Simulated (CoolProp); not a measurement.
Vapour-liquid equilibrium of benzene (1) + ethylbenzene (2) at 0.705 MPa; x and y are mole fractions of (1).

Values from CoolProp's multi-fluid Helmholtz-energy mixture model, Thol 2012 and Zhou 2012; pair parameters Bell 2016.

| x | bubble temperature (K) | y at the bubble point | dew temperature at overall composition x (K) | liquid density (mol/L) |
|---|---|---|---|---|
| 0.05 | 495.9 | 0.106 | 498.2 | 6.337 |
| 0.2 | 483.3 | 0.377 | 491.8 | 6.737 |
| 0.35 | 471.7 | 0.584 | 484.7 | ? |
| 0.5 | ? | 0.738 | 476.7 | 7.590 |
| 0.65 | 451.3 | 0.850 | 467.3 | 8.044 |
| 0.8 | 442.6 | 0.930 | 455.8 | 8.517 |
| 0.95 | 435.0 | 0.986 | ? | 9.007 |

Task: Some entries are withheld; supply them.

Result: 
- 0.35, liquid density (mol/L): 7.155
- 0.5, bubble temperature (K): 461.0
- 0.95, dew temperature at overall composition x (K): 440.1

No azeotrope shows between x = 0.05 and 0.95.

Pair parameters are fitted to limited data, so mixtures are less certain than the pure fluids.
